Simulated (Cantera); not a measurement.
A perfectly stirred reactor is fed with 6.31 % CH4, 0.360 % H2, 13.2 % O2, 64.4 % N2, 15.8 % H2O, at 1.30 bar; it is adiabatic with a 475 K inlet, and is followed from long to short residence time, starting on the burning branch (τ in s: 0.057, 0.023, 0.0093, 0.0037, 0.0015, 0.00061, 0.00025, 9.9e-05, 4e-05, 1.6e-05).

Model: GRI-Mech 3.0 (53 species, 325 reactions), integrated in Cantera.

Predict: blow-out, bracketed by the residence times tried; x(CH4) at τ = 57.0 ms; x(H2) at τ = 57.0 ms; x(O2) at τ = 57.0 ms; x(H2O2) at τ = 57.0 ms; x(C2H4) at τ = 57.0 ms; x(CH4) at τ = 0.610 ms; x(H2) at τ = 0.610 ms; x(O2) at τ = 0.610 ms; x(H2O2) at τ = 0.610 ms; x(C2H4) at τ = 0.610 ms.


| Item | Value |
|---|---|
| blow-out, bracketed by the residence times tried | burning at 0.610 ms, out at 0.250 ms |
| x(CH4) at τ = 57.0 ms | 1.61e-5 |
| x(H2) at τ = 57.0 ms | 0.00218 |
| x(O2) at τ = 57.0 ms | 0.00565 |
| x(H2O2) at τ = 57.0 ms | 1.19e-7 |
| x(C2H4) at τ = 57.0 ms | 1.29e-8 |
| x(CH4) at τ = 0.610 ms | 0.000509 |
| x(H2) at τ = 0.610 ms | 0.00969 |
| x(O2) at τ = 0.610 ms | 0.0158 |
| x(H2O2) at τ = 0.610 ms | 7.17e-7 |
| x(C2H4) at τ = 0.610 ms | 1.87e-6 |
